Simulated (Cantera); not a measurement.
## Thermodynamics of thermal oxidation and active oxidation of silicon, feed Si + N2O + H2

Feed: 1 mol Si, 0.06 mol N2O, 810 mol H2, at 0.00133 bar.

Equilibrium computed with Cantera from the NASA thermochemical tables; the gas is ideal and each condensed phase is pure. Candidate condensed phases: H2O, Si, SiO2, Si2N2O, Si3N4; 35 gas species. Mutual solubility and eutectic melting of coexisting phases are not modelled. Kinetics and transport are ignored.

From 975 K to 1275 K the condensed part is Si(s) + Si2N2O(s). From 1350 K to 1425 K the condensed part is Si(s).

| T (K) | log p H2 | log p H | log p N2 | log p SiO | log p Si | log p SiH2 | log p SiH | log p H2O | n Si(s) | n Si2N2O(s) |
|---|---|---|---|---|---|---|---|---|---|---|
| 975 | -2.88 | -10.38 | -12.99 | -12.97 | <-14 | -13.23 | <-14 | <-14 | 0.880 | 0.0600 |
| 1050 | -2.88 | -9.53 | -11.38 | -11.38 | -14.64 | -12.30 | -14.42 | -14.34 | 0.880 | 0.0600 |
| 1125 | -2.88 | -8.79 | -10.00 | -10.00 | -13.15 | -11.50 | -13.19 | -13.43 | 0.880 | 0.0599 |
| 1200 | -2.88 | -8.14 | -8.79 | -8.79 | -11.86 | -10.80 | -12.12 | -12.63 | 0.881 | 0.0590 |
| 1275 | -2.88 | -7.57 | -7.73 | -7.73 | -10.71 | -10.18 | -11.17 | -11.94 | 0.891 | 0.0487 |
| 1350 | -2.88 | -7.06 | -7.01 | -7.01 | -9.70 | -9.63 | -10.33 | -11.53 | 0.940 | 0 |
| 1425 | -2.88 | -6.60 | -7.01 | -7.01 | -8.79 | -9.14 | -9.58 | -11.82 | 0.938 | 0 |
log p: log10 of the partial pressure in bar; n: condensed amount in mol.
